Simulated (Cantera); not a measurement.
## Diamond growth

A diamond (100) surface in a fixed gas of H2 with x(CH4) = 0.005, x(H) = 0.014, at 1050 K, 25.5 Torr; coverages are run to steady state.

Computed with Cantera and the Harris–Goodwin 1993 mechanism for the reconstructed diamond (100) surface.

```
x(CH3)   growth (µm/h)  θ c6HH  θ c6H*  θ c6*H  θ c6**    θ c6HM
-------  -------------  ------  ------  ------  ------  --------
1e-06           0.0211   0.553  0.0230   0.411  0.0137   3.00e-5
2.5e-06         0.0527   0.553  0.0230   0.411  0.0137   7.49e-5
6.4e-06          0.135   0.552  0.0230   0.411  0.0137  0.000192
1.6e-05          0.337   0.552  0.0230   0.410  0.0137  0.000479
4.1e-05          0.862   0.552  0.0230   0.410  0.0137   0.00123
0.00011           2.30   0.550  0.0229   0.409  0.0136   0.00328
0.00027           5.61   0.546  0.0228   0.406  0.0135   0.00799
0.00068           13.8   0.537  0.0224   0.399  0.0131    0.0197
0.0017            33.0   0.516  0.0214   0.382  0.0124    0.0469
```
θ: site fractions in the mechanism's names (c6HH fully hydrogenated, c6H* and c6*H radical sites, c6** diradical, c6HM methylated).
